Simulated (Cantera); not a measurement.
**Equilibrium for oxide etching and cleaning by halides: CaO + Cl2 + H2**

Input: 1 mol CaO, 8.9 mol Cl2, 10 mol H2, at 7.20 mbar.

Cantera equilibrium calculation (NASA polynomials, part measured and part estimated; ideal gas, pure solids and liquids). Candidate condensed phases: Ca, CaCl2, CaO, Ca(OH)2, H2O; 21 gas species. Condensed phases not in the tables: oxide chlorides. Rates play no part.

From 1123 K to 1373 K the condensed part is CaCl2(l). At 1423 K nothing is condensed. The main Ca-bearing gas is CaCl2 throughout. The share of Ca in condensed phases is highest at 1123 K (99.7 %) and lowest at 1423 K (0.0 %).

| T (K) | x HCl | x H2 | x H2O | x CaCl2 | x Cl | x H | x OH | x Cl2 | n CaCl2(l) |
|---|---|---|---|---|---|---|---|---|---|
| 1123 | 0.883 | 0.0614 | 0.0559 | 0.000144 | 1.59e-6 | 1.24e-7 | 5.82e-10 | 4.52e-9 | 0.997 |
| 1173 | 0.882 | 0.0614 | 0.0558 | 0.000513 | 4.32e-6 | 3.44e-7 | 2.16e-9 | 1.07e-8 | 0.991 |
| 1223 | 0.881 | 0.0614 | 0.0558 | 0.00163 | 1.09e-5 | 8.78e-7 | 7.19e-9 | 2.37e-8 | 0.971 |
| 1273 | 0.878 | 0.0612 | 0.0556 | 0.00470 | 2.54e-5 | 2.08e-6 | 2.18e-8 | 4.92e-8 | 0.915 |
| 1323 | 0.872 | 0.0607 | 0.0552 | 0.0124 | 5.54e-5 | 4.61e-6 | 6.05e-8 | 9.61e-8 | 0.775 |
| 1373 | 0.856 | 0.0596 | 0.0542 | 0.0303 | 0.000114 | 9.58e-6 | 1.55e-7 | 1.77e-7 | 0.440 |
| 1423 | 0.836 | 0.0583 | 0.0529 | 0.0529 | 0.000222 | 1.89e-5 | 3.72e-7 | 3.10e-7 | 0 |
x: gas mole fraction; n: condensed amount in mol.
